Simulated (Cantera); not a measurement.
An isothermal, constant-pressure homogeneous reactor starts with 0.405 % H2, 99.6 % O2, equivalence ratio 0.0020, at 1175 K and 6.90 Torr.

Detailed kinetics in Cantera: GRI-Mech 3.0 (53 species, 325 reactions). Radical loss at walls, strong at low pressure, is not modelled.

One state of this run: x H2 = 6.51e-6; x O2 = 0.993; x O = 0.00314; x H = 6.60e-5; x H2O2 = 5.30e-9. x: mole fraction; the columns are a selection and need not sum to one.

### Question
Which value of t (s) does it belong to?
A) 0.000119
B) 18.3
C) 200
D) 0.154

### Answer
D, 0.154
